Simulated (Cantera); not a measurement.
An isothermal, constant-pressure homogeneous reactor starts with NO : N2 = 1 : 0.31 (molar parts), at 1950 K and 101000 Pa.

Detailed kinetics in Cantera: GRI-Mech 3.0 (53 species, 325 reactions).

### Question
Predict: x(NO) at 9.00 s; x(NO2) at 9.00 s; x(O) at 9.00 s; x(N2) at 9.00 s; x(O2) at 9.00 s; x(N2O) at 9.00 s.

### Answer
```
Quantity                                             Result
----------------  -----------------------------------------
x(NO) at 9.00 s      0.0149 (gas-phase equilibrium 0.00791)
x(NO2) at 9.00 s    3.76e-5 (gas-phase equilibrium 2.00e-5)
x(O) at 9.00 s    0.000276 (gas-phase equilibrium 0.000277)
x(N2) at 9.00 s         0.611 (gas-phase equilibrium 0.614)
x(O2) at 9.00 s         0.374 (gas-phase equilibrium 0.378)
x(N2O) at 9.00 s    4.58e-7 (gas-phase equilibrium 3.97e-7)
```
